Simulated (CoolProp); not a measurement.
Saturation properties of ethylene.

Computed with CoolProp (reference Helmholtz-energy equation of state, Smukala 2000).

| T (°C) | p (MPa) | enthalpy of vaporisation (kJ/kg) | vapour Z |
|---|---|---|---|
| -74.35 | 0.4335 | 434.7 | 0.9079 |
| -70.85 | 0.4999 | 428.1 | 0.8983 |
| -67.25 | 0.5759 | 421.2 | 0.8879 |
| -63.75 | 0.6575 | 414.1 | 0.8771 |
| -60.15 | 0.7500 | 406.6 | 0.8654 |
| -56.55 | 0.8517 | 398.7 | 0.8530 |
| -53.05 | 0.9598 | 390.8 | 0.8403 |
| -49.45 | 1.081 | 382.3 | 0.8265 |
| -45.85 | 1.213 | 373.3 | 0.8119 |
| -42.35 | 1.352 | 364.2 | 0.7970 |
| -38.75 | 1.507 | 354.3 | 0.7808 |
| -35.25 | 1.670 | 344.2 | 0.7642 |
| -31.65 | 1.850 | 333.2 | 0.7462 |

It boils at -103.8 °C under 1 atm.
